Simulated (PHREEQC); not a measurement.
Dissolve 0.00627 mol/kgw Na2S at 25 °C. Closed to the air; pH follows from the charge balance.

All values are PHREEQC results (ion-association model, phreeqc.dat), not measurements.

Precipitation was switched off in this run.

Estimate the pH.

pH 11.71.

The database's pK near 12.9 for HS-/S-2 is now thought far too low, so its S-2 is overstated.
